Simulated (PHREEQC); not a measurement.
Consider water at 67 °C with 0.0055 mol/kgw CuSO4, 0.013 mol/kgw HBF4 and 0.0061 mol/kgw NaCl. Closed to the air; pH follows from the charge balance.

All values are PHREEQC results (ion-association model, phreeqc.dat), not measurements.

| quantity | before | after |
|---|---|---|
| pH | 2.15 | 2.09 |
| ionic strength (mol/kgw) | 0.0305 | 0.0237 |
| HF (mol/kgw) | 0.0118 | 0.0121 |
| BF4- (mol/kgw) | 0.00920 | 0.00916 |
| Cu+2 (mol/kgw) | 0.00456 | 0.00241 |
| SI of Halite (NaCl) | -6.20 | -6.18 |

Problem. Name the change that produced these shifts.
A) diluted 100-fold with water
B) temperature from 67 to 40 °C
C) CuSO4 from 0.0055 to 0.00275 mol/kgw

Solution. C, CuSO4 from 0.0055 to 0.00275 mol/kgw

Precipitation was switched off in this run. Constants without temperature data keep their 25 °C values here. Real BF4- forms and hydrolyses slowly; the run takes it at equilibrium.
